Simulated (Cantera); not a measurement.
A Cantera script and what it prints.

```python
import numpy as np
import cantera as ct

gas_names = """
    Electron Br Br2 H H+ H- HBr HO2 H2 H2+ H2- H2O H2O+ H2O2 H3O+ O O+ O- OH OH+ OH- O2 O2+ O2- O3
""".split()
cond_names = """
    Br2(cr) Br2(L) H2O(s) H2O(L)
""".split()


def load(file, names, dense=False):
    # The tables refer to 1 bar. Condensed volumes are neglected.
    table = {s.name: s for s in ct.Species.list_from_file(file)}
    out = []
    for n in names:
        d = dict(table[n].input_data)
        d["thermo"] = dict(d["thermo"], **{"reference-pressure": 1e5})
        if dense:
            d["equation-of-state"] = {"model": "constant-volume", "density": "1e6 g/cm^3"}
        out.append(ct.Species.from_dict(d))
    return out


gas = ct.Solution(thermo="ideal-gas", species=load("nasa_gas.yaml", gas_names))
cond = {s.name: ct.Solution(thermo="fixed-stoichiometry", species=[s], name=s.name)
        for s in load("nasa_condensed.yaml", cond_names, dense=True)}
atoms = {
    'HBr': {'H': 1, 'Br': 1},
    'H2O': {'H': 2, 'O': 1},
    'O2': {'O': 2},
}
top_T = {}  # K; cautious upper limits of use, not melting points


def equilibrate(T, P, feed):
    n = {}
    for name, mol in feed.items():
        for a, k in atoms[name].items():
            n[a] = n.get(a, 0.0) + k * mol
    gas.TPX = T, P, n
    mass = sum(n.values()) * gas.mean_molecular_weight
    gas.equilibrate("TP")
    valid = [c for c in cond.values() if c.min_temp <= T <= top_T.get(c.name, c.max_temp)]
    mix = ct.Mixture([(gas, mass / gas.mean_molecular_weight)] + [(c, 0.0) for c in valid])
    mix.T, mix.P = T, P
    mix.equilibrate("TP", solver="vcs", rtol=1e-11, max_steps=5000)
    return mix


results = []
feed = {'HBr': 1, 'H2O': 0.71, 'O2': 1.4}  # mol
P = 32000  # Pa
for T in [3000, 3500, 4000, 4500, 5000]:
    mix = equilibrate(T, P, feed)
    results.append((T, P, feed, dict(zip(mix.species_names, mix.species_moles))))
    x = sorted(zip(gas.X, gas.species_names), reverse=True)
    print(f"T = {T:g} K  P = {P:g} Pa  gas = {mix.phase_moles(0):.4g} mol")
    print("   x: " + "  ".join(f"{s} {v:.3e}" for v, s in x if v > 1e-06))
    print("   condensed (mol): " + ("  ".join(f"{mix.phase(i).name} {mix.phase_moles(i):.4g}"
          for i in range(1, mix.n_phases) if mix.phase_moles(i) > 1e-12) or "none"))
```

Output:

```
T = 3000 K  P = 32000 Pa  gas = 3.828 mol
   x: O2 2.574e-01  Br 2.358e-01  H2O 1.963e-01  OH 1.040e-01  O 1.016e-01  H 4.887e-02  H2 3.066e-02  HBr 2.524e-02  Br2 5.939e-05  HO2 5.217e-05
   condensed (mol): none
T = 3500 K  P = 32000 Pa  gas = 5.146 mol
   x: O 3.027e-01  H 2.055e-01  Br 1.854e-01  O2 1.206e-01  OH 9.797e-02  H2O 4.013e-02  H2 3.877e-02  HBr 8.907e-03  HO2 2.915e-05  Br2 1.115e-05
   condensed (mol): none
T = 4000 K  P = 32000 Pa  gas = 6.414 mol
   x: O 4.537e-01  H 3.141e-01  Br 1.538e-01  OH 3.195e-02  O2 2.974e-02  H2 1.243e-02  H2O 2.163e-03  HBr 2.085e-03  HO2 4.266e-06  Br2 3.121e-06
   condensed (mol): none
T = 4500 K  P = 32000 Pa  gas = 6.804 mol
   x: O 4.948e-01  H 3.404e-01  Br 1.464e-01  OH 8.240e-03  O2 6.332e-03  H2 3.102e-03  HBr 5.734e-04  H2O 1.072e-04  Br2 1.396e-06  Electron 1.096e-06
   condensed (mol): none
T = 5000 K  P = 32000 Pa  gas = 6.893 mol
   x: O 5.033e-01  H 3.465e-01  Br 1.449e-01  OH 2.513e-03  O2 1.653e-03  H2 9.287e-04  HBr 1.995e-04  H2O 8.338e-06  Electron 5.711e-06  O+ 2.747e-06  H+ 2.186e-06
   condensed (mol): none
```

Method: chemical equilibrium by Gibbs-energy minimisation in Cantera with the NASA 1993 tables (ideal gas, pure condensed phases).
